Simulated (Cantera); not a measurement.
Charge: 1 mol Pb, 11 mol H2.

Cantera equilibrium calculation (NASA polynomials, part measured and part estimated; ideal gas, pure solids and liquids). Candidate condensed phases: Pb; 4 gas species. Equilibrium is a limit: real reactors are often held back by kinetics, nucleation or transport.

Stable condensed phases, one row left out:

```
T in K \ P in Pa
              10      52     270    1400    7200   37000  190000 1000000
   1300        A       A       A       A       B       B       B       B
   1250        A       A       A       A       B       B       B       B
   1200        A       A       A       B       B       B       B       B
   1150        A       A       A       B       B       B       B       B
   1100        A       A       B       B       B       B       B       B
   1050        A       A       B       B       B       B       B       B
    950        B       B       B       B       B       B       B       B
    900        B       B       B       B       B       B       B       B
    850        B       B       B       B       B       B       B       B
    800        B       B       B       B       B       B       B       B
    750        B       B       B       B       B       B       B       B
    700        B       B       B       B       B       B       B       B
    650        B       B       B       B       B       B       B       B
```

A: gas only; B: Pb.

Task: Give the row for 1000 K.

Result: 10: gas only; 52: Pb; 270: Pb; 1400: Pb; 7200: Pb; 37000: Pb; 190000: Pb; 1000000: Pb.
